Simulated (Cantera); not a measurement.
Feed: 1 mol Fe₂O₃, 7.7 mol C, 2.1 mol H₂, at 0.00133 bar.

Method: chemical equilibrium by Gibbs-energy minimisation in Cantera with the NASA 1993 tables (ideal gas, pure condensed phases). Candidate condensed phases: C, C₆H₆, C₇H₈, C₈H₁₈, Fe, Fe(CO)₅, FeO, Fe(OH)₂, Fe(OH)₃, Fe₂O₃, Fe₃O₄, H₂O; 114 gas species. Iron dissolves carbon and melts from about 1420 K in contact with it, which pure phases cannot show. Condensed phases not in the tables: cementite and carbon dissolved in iron. Kinetics and transport are ignored.

Problem. At 1150 °C, list the 4 most abundant gas species with their mole fractions, and the condensed phases.

Solution. CO 0.588, H₂ 0.412, H 0.000117, Fe 2.00e-5. Condensed: C(graphite) + Fe(γ).
